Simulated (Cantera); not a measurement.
Input (Python, Cantera):

```python
import numpy as np
import cantera as ct

gas = ct.Solution("gri30.yaml")
gas.TPX = 575, 63000, {'CH4': 1, 'C2H6': 0.037, 'O2': 1.77, 'N2': 13.1, 'CO2': 0.06}
inlet = ct.Reservoir(gas, clone=True)
gas.equilibrate("HP")  # start burning
reactor = ct.IdealGasConstPressureReactor(gas, energy="on", clone=False)
exhaust = ct.Reservoir(gas, clone=True)
tau = [0.18, 0.077, 0.032, 0.013, 0.0054, 0.0022, 0.00093, 0.00039, 0.00016, 6.6e-05][0]
for a, b in ((inlet, reactor), (reactor, exhaust)):
    ct.MassFlowController(a, b, mdot=lambda t: reactor.mass / tau)
net = ct.ReactorNet([reactor])
show = ['CH4', 'C2H6', 'O2', 'NO2', 'CH3', 'NO', 'CO2']

rows = []
print(f"{'tau/s':>10s}{'T/K':>9s}" + "".join(f"{s:>11s}" for s in show))
for tau in [0.18, 0.077, 0.032, 0.013, 0.0054, 0.0022, 0.00093, 0.00039, 0.00016, 6.6e-05]:
    net.initial_time = 0.0
    net.advance(30 * tau)
    before = gas.X
    net.advance(40 * tau)
    drift = np.max(np.abs(gas.X - before) / (gas.X + 1e-9))
    rows.append([gas.T, *gas[show].X, drift])
    print(f"{tau:10.3e}{gas.T:9.1f}" + "".join(f"{x:11.3e}" for x in gas[show].X))
```

Result:

```
     tau/s      T/K        CH4       C2H6         O2        NO2        CH3         NO        CO2
 1.800e-01   1715.2  5.206e-05  1.682e-07  1.776e-04  3.091e-10  2.133e-05  7.244e-05  4.365e-02
 7.700e-02   1710.5  5.918e-05  2.632e-07  2.898e-04  4.373e-10  2.723e-05  7.924e-05  4.354e-02
 3.200e-02   1703.5  8.185e-05  4.550e-07  5.071e-04  6.153e-10  3.866e-05  8.353e-05  4.329e-02
 1.300e-02   1693.0  1.323e-04  8.612e-07  9.325e-04  8.441e-10  6.023e-05  8.348e-05  4.275e-02
 5.400e-03   1677.2  2.392e-04  1.750e-06  1.759e-03  1.093e-09  9.987e-05  7.581e-05  4.162e-02
 2.200e-03   1647.9  5.207e-04  4.298e-06  3.710e-03  1.329e-09  1.853e-04  5.501e-05  3.886e-02
 9.300e-04    575.0  6.263e-02  2.317e-03  1.109e-01 -5.509e-20  2.418e-18 -2.113e-19  3.758e-03
 3.900e-04    575.0  6.263e-02  2.317e-03  1.109e-01 -7.057e-23  1.038e-18 -2.706e-22  3.758e-03
 1.600e-04    575.0  6.263e-02  2.317e-03  1.109e-01 -4.457e-24  4.641e-19 -1.710e-23  3.758e-03
 6.600e-05    575.0  6.263e-02  2.317e-03  1.109e-01 -2.816e-25  1.937e-19 -1.080e-24  3.758e-03
```

Cantera simulation using GRI-Mech 3.0 (53 species, 325 reactions); the numbers are that mechanism's predictions, not measurements.
